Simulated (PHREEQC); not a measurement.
Make-up at 25 °C: 0.029 mol/kgw KH2PO4, 0.00042 mol/kgw NaOH and 7.1e-06 mol/kgw H4SiO4. Closed to the air; pH follows from the charge balance.

All values are PHREEQC results (ion-association model, phreeqc.dat), not measurements.

Precipitation was switched off in this run.

What pH, ionic strength does the model give?

pH 5.19; ionic strength 0.0299 mol/kgw.

In which forms is P present?

H2PO4- 98 %, HPO4-2 1.5 % of the P.
